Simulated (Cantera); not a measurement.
Input: 1 mol CH4, 0.15 mol O2, 6.9 mol H2, held at 500 Pa.

Method: chemical equilibrium by Gibbs-energy minimisation in Cantera with the NASA 1993 tables (ideal gas, pure condensed phases). Candidate condensed phases: C, C6H6, C7H8, C8H18, H2O; 110 gas species. Rates play no part.

x: gas mole fraction; n: condensed amount in mol.

```json
[
 {"T (K)": "675", "x H2": "0.907", "x H": "<1e-12", "x CH4": "0.0600", "x CO": "0.00566", "x H2O": "0.0259", "x C2H2 (acetylene)": "<1e-12", "x CO2": "0.00194", "n C(graphite)": "0.429"},
 {"T (K)": "875", "x H2": "0.965", "x H": "?", "x CH4": "?", "x CO": "0.0320", "x H2O": "?", "x C2H2 (acetylene)": "?", "x CO2": "?", "n C(graphite)": "0.688"},
 {"T (K)": "1075", "x H2": "0.967", "x H": "?", "x CH4": "?", "x CO": "0.0326", "x H2O": "?", "x C2H2 (acetylene)": "?", "x CO2": "?", "n C(graphite)": "0.698"},
 {"T (K)": "1275", "x H2": "0.967", "x H": "1.03e-5", "x CH4": "4.34e-5", "x CO": "0.0326", "x H2O": "1.84e-6", "x C2H2 (acetylene)": "3.72e-7", "x CO2": "3.73e-8", "n C(graphite)": "0.700"},
 {"T (K)": "1475", "x H2": "0.967", "x H": "0.000180", "x CH4": "1.36e-5", "x CO": "0.0326", "x H2O": "3.25e-7", "x C2H2 (acetylene)": "6.45e-6", "x CO2": "4.42e-9", "n C(graphite)": "0.700"},
 {"T (K)": "1675", "x H2": "0.966", "x H": "0.00161", "x CH4": "5.62e-6", "x CO": "0.0326", "x H2O": "8.75e-8", "x C2H2 (acetylene)": "5.61e-5", "x CO2": "8.90e-10", "n C(graphite)": "0.699"},
 {"T (K)": "1875", "x H2": "0.958", "x H": "0.00907", "x CH4": "2.78e-6", "x CO": "0.0325", "x H2O": "3.10e-8", "x C2H2 (acetylene)": "0.000304", "x CO2": "2.56e-10", "n C(graphite)": "0.694"},
 {"T (K)": "2075", "x H2": "0.930", "x H": "0.0363", "x CH4": "1.52e-6", "x CO": "0.0320", "x H2O": "1.31e-8", "x C2H2 (acetylene)": "0.00115", "x CO2": "9.29e-11", "n C(graphite)": "0.678"},
 {"T (K)": "2275", "x H2": "0.855", "x H": "0.111", "x CH4": "8.22e-7", "x CO": "0.0308", "x H2O": "5.93e-9", "x C2H2 (acetylene)": "0.00326", "x CO2": "3.87e-11", "n C(graphite)": "0.636"}
]
```

### Question
Complete the blanks.

### Answer

- 1075, x H: 2.04e-7
- 1075, x CH4: 0.000211
- 1075, x H2O: 1.99e-5
- 1075, x C2H2 (acetylene): 7.28e-9
- 1075, x CO2: 7.22e-7
- 875, x H: 6.97e-10
- 875, x CH4: 0.00203
- 875, x H2O: 0.000629
- 875, x C2H2 (acetylene): 2.29e-11
- 875, x CO2: 5.49e-5
